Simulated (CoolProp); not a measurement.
The numbers come from the reference Helmholtz-energy equation of state, Penoncello 2003 in CoolProp.

Problem. For CHF3 (R23), give the phase and the density (kg/m³), Prandtl number at 180.9 K and 0.101 MPa; 189.1 K and 0.101 MPa.

Solution. 
- 180.9 K and 0.101 MPa: liquid; density 1480, Prandtl number 3.07
- 189.1 K and 0.101 MPa: liquid; density 1450, Prandtl number 2.85

Viscosity comes from a separate model (Shan 2000). Thermal conductivity comes from a separate model (Shan 2000).
